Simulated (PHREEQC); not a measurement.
A column of 0.2 m (40 cells, dispersivity 0.016 m, 720 s a shift, diffusion coefficient 3e-10 m²/s) holds 0.0016 eq of the database's cation exchanger X per kg of pore water, first in equilibrium with 12 mmol/kgw SrCl2, 0.61 mmol/kgw NH4Cl and 0.01 mmol/kgw HCl. It is flushed with 0.001 mol/kgw BaCl2 and 1e-05 mol/kgw HCl, at 15 °C. Values are for the last cell. No CO2 enters from the air. No solid was allowed to form.

Computed with PHREEQC (ion-association model, phreeqc.dat).

Question: Predict Ba in solution (mol/kgw), NH4 in solution (mol/kgw) at pore volumes = 0.2625, 1.387, 1.762, 2.263, 3.888.

Answer: 
| pore volumes | Ba in solution (mol/kgw) | NH4 in solution (mol/kgw) |
|---|---|---|
| 0.2625 | 7.64e-8 | 0.000610 |
| 1.387 | 0.000448 | 9.98e-5 |
| 1.762 | 0.000512 | 3.41e-5 |
| 2.263 | 0.000656 | 7.63e-6 |
| 3.888 | 0.000968 | 4.75e-8 |
